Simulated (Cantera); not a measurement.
A freely propagating, adiabatic, planar premixed flame of C₂H₄ : O₂ : N₂ : H₂O = 1 : 2.31 : 8.68 : 0.61 (molar parts), unburnt at 375 K and 210000 Pa; mixture-averaged transport, grid criteria slope 0.08 and curve 0.16, no radiation.

Model: GRI-Mech 3.0 (53 species, 325 reactions), integrated in Cantera. GRI-Mech 3.0 was tuned for natural gas; its chemistry of ethylene as a main component is partial and can be far from experiment. Burning velocities carry a grid error of a few per cent, more on coarse grids.

Task: Predict: laminar burning velocity; thermal thickness; peak x(CH₃); peak x(C₂H₆).

Result: 
| Quantity | Result |
|---|---|
| laminar burning velocity | 97.0 cm/s |
| thermal thickness | 0.128 mm |
| peak x(CH₃) | 0.00130 |
| peak x(C₂H₆) | 0.000419 |
